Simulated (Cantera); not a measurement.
Charge: 1 mol Pb, 0.075 mol H2, 0.39 mol N2, 0.43 mol CO, at 1200 K and 0.00190 bar.

These are equilibrium values from Cantera (NASA tables, ideal gas, pure condensed phases), not measurements of a reactor. Candidate condensed phases: C, C6H6, C7H8, C8H18, H2O, Pb, PbO, PbO2, Pb3O4; 139 gas species. Rates play no part.

Base state: Pb 0.338, CO 0.318, N2 0.288, H2 0.0554, Pb2 1.26e-5 (mole fractions); condensed: Pb(l).

Q: What changes in the equilibrium state with this change: temperature from 1200 K to 1548.15 K?

A: 
```tsv
species	before	after
Pb	0.338	0.528
CO	0.318	0.227
N2	0.288	0.206
H2	0.0554	0.0395
H	1.07e-6	0.000141
Pb2	1.26e-5	7.74e-6
Pb(l), mol	0.542	0
```

Q: What changes in the equilibrium state with this change: pressure from 0.00190 bar to 0.000810 bar?

A: 
| species | before | after |
|---|---|---|
| Pb | 0.338 | 0.528 |
| CO | 0.318 | 0.227 |
| N2 | 0.288 | 0.206 |
| H2 | 0.0554 | 0.0396 |
| Pb2 | 1.26e-5 | 1.31e-5 |
| Pb(l), mol | 0.542 | 0 |

Q: What changes in the equilibrium state with this change: temperature from 1200 K to 1348.15 K?

A: 
```
species      before    after
----------  -------  -------
Pb            0.338    0.528
CO            0.318    0.227
N2            0.288    0.206
H2           0.0554   0.0396
H           1.07e-6  1.06e-5
Pb2         1.26e-5  1.57e-5
Pb(l), mol    0.542        0
```
